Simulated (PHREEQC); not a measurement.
Dissolve 0.00051 mol PbCl2, 0.057 mol NaNO3 and 0.000335 mol Cu(NO3)2 per kg of water at 12 °C. Closed to the air; pH follows from the charge balance.

The numbers come from PHREEQC with the ion-association model, wateq4f.dat.

The ionic strength comes out as 0.0592 mol/kgw. What activity coefficients do Cu+2, Na+, Cl-, PbOH+, H+ get?

Cu+2 0.47, Na+ 0.82, Cl- 0.81, PbOH+ 0.81, H+ 0.85.

This is a speciation only: nothing precipitates in the calculation. Complexes and solids missing from the database can't appear. Constants without temperature data keep their 25 °C values here.
